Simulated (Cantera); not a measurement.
Feed: 1 mol Fe(CO)5, 0.088 mol O2, 12 mol H2, held at 1150 K and 3.80 mbar.

These are equilibrium values from Cantera (NASA tables, ideal gas, pure condensed phases), not measurements of a reactor. Rates play no part.

```
species       before   after
-----------  -------  ------
H2             0.698   0.564
CO             0.291   0.243
H2O          0.00766   0.142
CO2          0.00269  0.0514
Fe(α), mol      1.00   0.485
FeO(s), mol        0   0.515
```
Gas species are given as mole fractions.

### Question
Which change was made?
(A) H2 from 12 to 6.8 mol
(B) pressure from 3.80 mbar to 0.700 bar
(C) H2 from 12 to 47 mol
(D) O2 from 0.088 to 1.9 mol

### Answer
D, O2 from 0.088 to 1.9 mol. Mutual solubility and eutectic melting of coexisting phases are not modelled. The tables' stoichiometric FeO is somewhat more stable than real wüstite, so its field is too wide. FeO: taken at fixed stoichiometry
